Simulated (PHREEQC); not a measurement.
Make-up at 90 °C: 2 mmol/kgw CdCl2, 4.7 mmol/kgw Li2SO4 and 27 mmol/kgw FeSO4. Closed to the air; pH follows from the charge balance.

All values are PHREEQC results (ion-association model, phreeqc.dat), not measurements.

| Item | Value |
|---|---|
| pH | 5.35 |
| ionic strength | 0.0661 mol/kgw |
| specific conductance | 9580 µS/cm |
| density | 0.970 g/cm³ |

```json
[
 {"species": "SO4-2", "molality": "0.0160", "activity": "0.00608", "log γ": "-0.421"},
 {"species": "FeSO4", "molality": "0.0143", "activity": "0.0146", "log γ": "0.007"},
 {"species": "Fe+2", "molality": "0.0126", "activity": "0.00508", "log γ": "-0.395"},
 {"species": "Li+", "molality": "0.00915", "activity": "0.00729", "log γ": "-0.099"},
 {"species": "Cl-", "molality": "0.00382", "activity": "0.00295", "log γ": "-0.113"},
 {"species": "Cd+2", "molality": "0.000924", "activity": "0.000342", "log γ": "-0.432"},
 {"species": "CdSO4", "molality": "0.000818", "activity": "0.000831", "log γ": "0.007"},
 {"species": "LiSO4-", "molality": "0.000246", "activity": "0.000194", "log γ": "-0.105"},
 {"species": "CdCl+", "molality": "0.000147", "activity": "0.000115", "log γ": "-0.108"},
 {"species": "Cd(SO4)2-2", "molality": "0.000108", "activity": "4.00e-5", "log γ": "-0.432"}
]
```

No solid was allowed to form. Away from 25 °C the constants follow the database's enthalpies or fits; those with neither stay at their 25 °C values.
